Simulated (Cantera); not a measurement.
A Cantera script and what it prints.

```python
import numpy as np
import cantera as ct

gas_names = """
    CL CL2 H HCL H2 Si SiCL SiCL2 SiCL3 SiCL4 SiH SiHCL3 SiH2 SiH2CL2 SiH3 SiH3CL SiH4 Si2 Si3
""".split()
cond_names = """
    Si(cr) Si(L)
""".split()


def load(file, names, dense=False):
    # The tables refer to 1 bar. Condensed volumes are neglected.
    table = {s.name: s for s in ct.Species.list_from_file(file)}
    out = []
    for n in names:
        d = dict(table[n].input_data)
        d["thermo"] = dict(d["thermo"], **{"reference-pressure": 1e5})
        if dense:
            d["equation-of-state"] = {"model": "constant-volume", "density": "1e6 g/cm^3"}
        out.append(ct.Species.from_dict(d))
    return out


gas = ct.Solution(thermo="ideal-gas", species=load("nasa_gas.yaml", gas_names))
cond = {s.name: ct.Solution(thermo="fixed-stoichiometry", species=[s], name=s.name)
        for s in load("nasa_condensed.yaml", cond_names, dense=True)}
atoms = {
    'SiCl4': {'Si': 1, 'CL': 4},
    'Cl2': {'CL': 2},
    'H2': {'H': 2},
}
top_T = {}  # K; cautious upper limits of use, not melting points


def equilibrate(T, P, feed):
    n = {}
    for name, mol in feed.items():
        for a, k in atoms[name].items():
            n[a] = n.get(a, 0.0) + k * mol
    gas.TPX = T, P, n
    mass = sum(n.values()) * gas.mean_molecular_weight
    gas.equilibrate("TP")
    valid = [c for c in cond.values() if c.min_temp <= T <= top_T.get(c.name, c.max_temp)]
    mix = ct.Mixture([(gas, mass / gas.mean_molecular_weight)] + [(c, 0.0) for c in valid])
    mix.T, mix.P = T, P
    mix.equilibrate("TP", solver="vcs", rtol=1e-11, max_steps=5000)
    return mix


results = []
feed = {'SiCl4': 1, 'Cl2': 1.6, 'H2': 9.9}  # mol
P = 27000  # Pa
for T in [650, 700, 750, 800, 850, 900, 950, 1000, 1050, 1100, 1150, 1200, 1250, 1300]:
    mix = equilibrate(T, P, feed)
    results.append((T, P, feed, dict(zip(mix.species_names, mix.species_moles))))
    x = sorted(zip(gas.X, gas.species_names), reverse=True)
    print(f"T = {T:g} K  P = {P:g} Pa  gas = {mix.phase_moles(0):.4g} mol")
    print("   x: " + "  ".join(f"{s} {v:.3e}" for v, s in x if v > 1e-05))
    print("   condensed (mol): " + ("  ".join(f"{mix.phase(i).name} {mix.phase_moles(i):.4g}"
          for i in range(1, mix.n_phases) if mix.phase_moles(i) > 1e-12) or "none"))
```

It prints:

```
T = 650 K  P = 27000 Pa  gas = 12.5 mol
   x: H2 6.640e-01  HCL 2.560e-01  SiCL4 7.998e-02  SiHCL3 1.685e-05
   condensed (mol): none
T = 700 K  P = 27000 Pa  gas = 12.5 mol
   x: H2 6.640e-01  HCL 2.560e-01  SiCL4 7.996e-02  SiHCL3 4.238e-05
   condensed (mol): none
T = 750 K  P = 27000 Pa  gas = 12.5 mol
   x: H2 6.639e-01  HCL 2.561e-01  SiCL4 7.991e-02  SiHCL3 9.375e-05
   condensed (mol): none
T = 800 K  P = 27000 Pa  gas = 12.5 mol
   x: H2 6.638e-01  HCL 2.562e-01  SiCL4 7.981e-02  SiHCL3 1.869e-04
   condensed (mol): none
T = 850 K  P = 27000 Pa  gas = 12.5 mol
   x: H2 6.637e-01  HCL 2.563e-01  SiCL4 7.966e-02  SiHCL3 3.422e-04
   condensed (mol): none
T = 900 K  P = 27000 Pa  gas = 12.5 mol
   x: H2 6.634e-01  HCL 2.566e-01  SiCL4 7.941e-02  SiHCL3 5.832e-04
   condensed (mol): none
T = 950 K  P = 27000 Pa  gas = 12.5 mol
   x: H2 6.630e-01  HCL 2.570e-01  SiCL4 7.904e-02  SiHCL3 9.353e-04  SiCL3 1.954e-05
   condensed (mol): none
T = 1000 K  P = 27000 Pa  gas = 12.5 mol
   x: H2 6.625e-01  HCL 2.575e-01  SiCL4 7.851e-02  SiHCL3 1.424e-03  SiCL3 5.855e-05
   condensed (mol): none
T = 1050 K  P = 27000 Pa  gas = 12.5 mol
   x: H2 6.618e-01  HCL 2.582e-01  SiCL4 7.776e-02  SiHCL3 2.069e-03  SiCL3 1.570e-04
   condensed (mol): none
T = 1100 K  P = 27000 Pa  gas = 12.5 mol
   x: H2 6.607e-01  HCL 2.593e-01  SiCL4 7.668e-02  SiHCL3 2.882e-03  SiCL3 3.814e-04  SiCL2 2.640e-05  SiH2CL2 1.298e-05
   condensed (mol): none
T = 1150 K  P = 27000 Pa  gas = 12.51 mol
   x: H2 6.592e-01  HCL 2.608e-01  SiCL4 7.513e-02  SiHCL3 3.856e-03  SiCL3 8.473e-04  SiCL2 1.045e-04  SiH2CL2 2.484e-05
   condensed (mol): none
T = 1200 K  P = 27000 Pa  gas = 12.52 mol
   x: H2 6.569e-01  HCL 2.632e-01  SiCL4 7.282e-02  SiHCL3 4.945e-03  SiCL3 1.730e-03  SiCL2 3.603e-04  SiH2CL2 4.396e-05
   condensed (mol): none
T = 1250 K  P = 27000 Pa  gas = 12.53 mol
   x: H2 6.533e-01  HCL 2.669e-01  SiCL4 6.935e-02  SiHCL3 6.040e-03  SiCL3 3.240e-03  SiCL2 1.084e-03  SiH2CL2 7.159e-05
   condensed (mol): none
T = 1300 K  P = 27000 Pa  gas = 12.57 mol
   x: H2 6.475e-01  HCL 2.729e-01  SiCL4 6.415e-02  SiHCL3 6.936e-03  SiCL3 5.529e-03  SiCL2 2.828e-03  SiH2CL2 1.058e-04
   condensed (mol): none
```

Cantera equilibrium calculation (NASA polynomials, part measured and part estimated; ideal gas, pure solids and liquids). The tables' values for SiCl3 are old estimates; treat these amounts as uncertain.
